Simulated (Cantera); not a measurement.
Stirred combustor or abatement burner

A perfectly stirred reactor is fed with 1.30 % CH4, 1.82 % C2H6, 0.234 % C3H8, 20.3 % O2, 76.4 % N2, at 1.00 atm; it is adiabatic with a 798 K inlet, and is followed from long to short residence time, starting on the burning branch (τ in s: 0.36, 0.17, 0.077, 0.036, 0.016, 0.0076, 0.0035, 0.0016, 0.00075, 0.00035, 0.00016, 7.4e-05, 3.4e-05).

Cantera simulation using GRI-Mech 3.0 (53 species, 325 reactions); the numbers are that mechanism's predictions, not measurements.

| τ (s) | T (K) | x CH4 | x C2H6 | x C3H8 | x H2O2 | x OH | x HO2 |
|---|---|---|---|---|---|---|---|
| 0.36 | 1902 | 6.18e-7 | 1.49e-7 | 1.79e-8 | 4.37e-8 | 0.00121 | 1.14e-6 |
| 0.17 | 1900 | 1.08e-6 | 2.80e-7 | 3.44e-8 | 4.98e-8 | 0.00139 | 1.28e-6 |
| 0.077 | 1897 | 1.85e-6 | 5.22e-7 | 6.54e-8 | 6.10e-8 | 0.00168 | 1.59e-6 |
| 0.036 | 1892 | 3.01e-6 | 9.14e-7 | 1.16e-7 | 7.78e-8 | 0.00207 | 2.14e-6 |
| 0.016 | 1883 | 5.02e-6 | 1.62e-6 | 2.07e-7 | 1.03e-7 | 0.00258 | 3.14e-6 |
| 0.0076 | 1871 | 8.09e-6 | 2.71e-6 | 3.45e-7 | 1.35e-7 | 0.00312 | 4.62e-6 |
| 0.0035 | 1853 | 1.35e-5 | 4.63e-6 | 5.83e-7 | 1.79e-7 | 0.00373 | 6.98e-6 |
| 0.0016 | 1828 | 2.35e-5 | 8.11e-6 | 1.00e-6 | 2.38e-7 | 0.00433 | 1.06e-5 |
| 0.00075 | 1793 | 4.22e-5 | 1.45e-5 | 1.76e-6 | 3.15e-7 | 0.00480 | 1.57e-5 |
| 0.00035 | 1747 | 8.27e-5 | 2.81e-5 | 3.35e-6 | 4.26e-7 | 0.00501 | 2.38e-5 |
| 0.00016 | 1681 | 0.000197 | 6.59e-5 | 7.75e-6 | 5.99e-7 | 0.00470 | 4.01e-5 |
| 7.4e-5 | 798 | 0.0130 | 0.0182 | 0.00234 | <1e-12 | <1e-12 | <1e-12 |
| 3.4e-5 | 798 | 0.0130 | 0.0182 | 0.00234 | <1e-12 | <1e-12 | <1e-12 |
x: mole fraction; the columns are a selection and need not sum to one.
